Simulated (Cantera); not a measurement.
Feed: 1 mol Si2Cl6, 0.18 mol Cl2, 22 mol H2, at 1623.15 K and 1 atm.

Equilibrium computed with Cantera from the NASA thermochemical tables; the gas is ideal and each condensed phase is pure. Candidate condensed phases: Si; 19 gas species. The feed counts by its element totals alone. The tables' values for SiCl3 are old estimates; treat these amounts as uncertain. Equilibrium is a limit: real reactors are often held back by kinetics, nucleation or transport.

Base state: H2 0.825, HCl 0.110, SiCl2 0.0512, SiCl3 0.00748, SiHCl3 0.00297, SiCl4 0.00255, SiH2Cl2 0.000584, H 6.25e-5 (mole fractions); condensed: Si(s).

Task: What changes in the equilibrium state with this change: H2 from 22 to 100 mol?

Result: 
```json
[
 {"species": "H2", "before": "0.825", "after": "0.947"},
 {"species": "HCl", "before": "0.110", "after": "0.0447"},
 {"species": "SiCl2", "before": "0.0512", "after": "0.00739"},
 {"species": "SiCl4", "before": "0.00255", "after": "5.31e-5"},
 {"species": "SiCl3", "before": "0.00748", "after": "0.000410"},
 {"species": "Si(s), mol", "before": "0.383", "after": "1.16"}
]
```

Task: What changes in the equilibrium state with this change: pressure from 1 atm to 0.00133 bar?

Result: 
```csv
species,before,after
H2,0.825,0.811
HCl,0.110,0.122
SiCl2,0.0512,0.0643
Si,1.55e-7,0.000118
SiH3Cl,3.44e-5,4.94e-8
SiH2Cl2,0.000584,9.48e-7
SiHCl3,0.00297,5.46e-6
"Si(s), mol",0.383,0.361
```
The tables' values for SiCl3, SiCl are old estimates; treat these amounts as uncertain.
